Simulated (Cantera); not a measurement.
Source: NASA polynomial tables (part measured, part estimated), evaluated in Cantera. Values are per mole of reaction as written; species without (g) are pure solids or liquids, kept so even where they would boil at 1 bar.

Question: Between 873 and 1023 K, where is each reaction favourable under standard conditions?
- 4 TaO₂(g) + O₂(g) = 2 Ta₂O₅

Answer: 
- 4 TaO₂(g) + O₂(g) = 2 Ta₂O₅: ΔG° is -2409 kJ at 873 K and -2267 kJ at 1023 K; it stays negative (K > 1). ΔH° is -3224 kJ and ΔS° -935 J/K at 1023 K.
